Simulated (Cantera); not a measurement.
Hydrocarbon pyrolysis for carbon deposition

A perfectly stirred reactor is fed with 0.498 % CH4, 99.5 % N2, at 51.0 Torr; it is held at 1900 K, and followed from long to short residence time.

Model: GRI-Mech 3.0 (53 species, 325 reactions), integrated in Cantera. GRI-Mech 3.0 stops at C3 and has no aromatics, soot or wall deposition, so with more carbon than oxygen in the feed, carbon stays in small species such as C2H2 where larger ones or solid carbon would form.

```csv
τ (s),x CH4,x C2H4,x H,x C2H2,x H2
1.9,0.000114,1.18e-6,0.000118,0.00205,0.00716
0.72,0.000234,3.67e-6,0.000101,0.00215,0.00695
0.28,0.000462,1.03e-5,8.44e-5,0.00211,0.00657
0.11,0.000875,2.66e-5,6.82e-5,0.00190,0.00588
0.041,0.00162,6.27e-5,5.06e-5,0.00146,0.00466
0.016,0.00268,0.000108,3.28e-5,0.000854,0.00295
0.0060,0.00396,9.49e-5,1.48e-5,0.000235,0.00107
0.0023,0.00469,2.14e-5,5.32e-6,1.80e-5,0.000196
0.00089,0.00489,1.92e-6,3.18e-6,6.02e-7,4.60e-5
```
x: mole fraction; the columns are a selection and need not sum to one.
